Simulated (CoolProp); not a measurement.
Acetone along the isotherm 550 K: fugacity coefficient from the reference equation and from simpler models built on Tc = 508.1 K, pc = 4.692 MPa, ω = 0.307; each cubic takes its own stable root.

Values from CoolProp's reference Helmholtz-energy equation of state, Lemmon 2006. It is a short technical equation, of lower accuracy than the large ones.

| p (MPa) | phase | reference |
|---|---|---|
| 2.13 | gas | 0.8702 |
| 4.27 | gas | 0.7504 |
| 6.4 | supercritical | 0.6393 |
| 8.53 | supercritical | 0.5374 |
| 10.7 | supercritical | 0.4614 |
| 12.8 | supercritical | 0.4108 |
| 14.9 | supercritical | 0.3744 |
| 17.1 | supercritical | 0.3460 |
| 19.2 | supercritical | 0.3254 |
| 21.3 | supercritical | 0.3093 |
| 23.5 | supercritical | 0.2959 |

**Question.** How far does each simpler model (van der Waals, Peng-Robinson) lie from the reference over these 11 states: mean and median of the absolute difference, and the worst?

**Answer.** 
- van der Waals: mean 12.5 %, median 10.8 %, worst +28.0 % at 550 K and 23.5 MPa
- Peng-Robinson: mean 6.1 %, median 6.6 %, worst +12.2 % at 550 K and 23.5 MPa
